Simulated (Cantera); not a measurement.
What does this Cantera script print?

```python
import numpy as np
import cantera as ct

gas_names = """
    F F2 H HF H2 H2F2 H3F3 H4F4 H5F5 H6F6 H7F7 N NF NF2 NF3 NH NH2 NH3 N2 N2H2 N2H4 Si SiF SiF2 SiF3
    SiF4 SiH SiHF3 SiH2 SiH2F2 SiH3 SiH3F SiH4 SiN Si2 Si2N Si3
""".split()
cond_names = """
    Si(cr) Si(L) Si3N4(a)
""".split()


# ... load() reads the species with a 1 bar reference pressure and builds the phases ...
atoms = {
    'SiF4': {'Si': 1, 'F': 4},
    'NH3': {'N': 1, 'H': 3},
    'N2': {'N': 2},
}
top_T = {'Si3N4(a)': 2400}  # K; cautious upper limits of use, not melting points


# ... equilibrate(T, P, feed) seeds the gas with the atoms and calls Mixture.equilibrate('TP', solver="vcs", rtol=1e-11, max_steps=5000) ...
results = []
feed = {'SiF4': 1, 'NH3': 6.5, 'N2': 15}  # mol
T = 1375  # K
P = 280  # Pa
mix = equilibrate(T, P, feed)
results.append((T, P, feed, dict(zip(mix.species_names, mix.species_moles))))
print(gas.report(threshold=0.001))
for i in range(1, mix.n_phases):
    print(f"{mix.phase(i).name:16s} {mix.phase_moles(i):12.5e} mol")
```

Result:

```
       temperature   1375 K
          pressure   280 Pa
           density   0.00053512 kg/m^3
  mean mol. weight   21.849 kg/kmol
   phase of matter   gas

                          1 kg             1 kmol
                     ---------------   ---------------
          enthalpy       -8.5257e+05       -1.8628e+07  J
   internal energy       -1.3758e+06        -3.006e+07  J
           entropy             12805        2.7978e+05  J/K
    Gibbs function        -1.846e+07       -4.0333e+08  J
 heat capacity c_p            1639.2             35815  J/K
 heat capacity c_v            1258.7             27500  J/K

                      mass frac. Y      mole frac. X     chem. pot. / RT
                     ---------------   ---------------   ---------------
                HF         0.0042955         0.0046911           -58.614
                H2          0.030718           0.33292           -25.331
                N2           0.80514           0.62795           -32.092
              SiF3          0.014221          0.003652           -146.72
              SiF4            0.1431           0.03004           -192.67
     [  +32 minor]          0.002526        0.00075314

Si(cr)            0.00000e+00 mol
Si3N4(a)          0.00000e+00 mol
```

These are equilibrium values from Cantera (NASA tables, ideal gas, pure condensed phases), not measurements of a reactor. The tables' values for SiF3, SiF2 are old estimates; treat these amounts as uncertain.
